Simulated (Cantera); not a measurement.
A closed system holds: 1 mol TiCl₄, 3.5 mol H₂, equilibrated at 1698 K and 0.200 bar.

Equilibrium computed with Cantera from the NASA thermochemical tables; the gas is ideal and each condensed phase is pure. Candidate condensed phases: Ti, TiCl₂, TiCl₃, TiCl₄; 10 gas species. The tables' values for TiCl₂ are old estimates; treat these amounts as uncertain. Equilibrium is a limit: real reactors are often held back by kinetics, nucleation or transport.

Base state: H₂ 0.609, HCl 0.189, TiCl₃ 0.176, TiCl₄ 0.0185, TiCl₂ 0.00670, H 0.000252, Cl 6.10e-5 (mole fractions); condensed: gas only.

Question: What changes in the equilibrium state with this change: temperature from 1698 K to 1298.15 K?

Answer: 
```json
[
 {"species": "H₂", "before": "0.609", "after": "0.679"},
 {"species": "HCl", "before": "0.189", "after": "0.111"},
 {"species": "TiCl₃", "before": "0.176", "after": "0.111"},
 {"species": "TiCl₄", "before": "0.0185", "after": "0.0991"},
 {"species": "Cl", "before": "6.10e-5", "after": "2.73e-7"},
 {"species": "H", "before": "0.000252", "after": "1.98e-6"},
 {"species": "TiCl₂", "before": "0.00670", "after": "9.15e-5"}
]
```
